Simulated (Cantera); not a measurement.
## Ignition delay

Mixture: CO : H2 : O2 : N2 : CO2 = 1 : 1.1 : 2.44 : 9.18 : 2.6 (molar parts), at 10.0 bar, adiabatic and at constant pressure. Ignition delay is the time to a rise of 400 K.

Model: GRI-Mech 3.0 (53 species, 325 reactions), integrated in Cantera. The hydrogen kinetics of GRI-Mech 3.0 are dated; newer H2 mechanisms differ, most at raised pressure. Where the delays flatten at high temperature, the 400 K rule measures the pace of heat release, not the induction time.

| T0 (K) | delay (ms) |
|---|---|
| 1275 | 0.0165 |
| 1350 | 0.00750 |
| 1425 | 0.00501 |
| 1500 | 0.00399 |
| 1575 | 0.00353 |
| 1650 | 0.00337 |
| 1725 | 0.00339 |
| 1800 | 0.00354 |
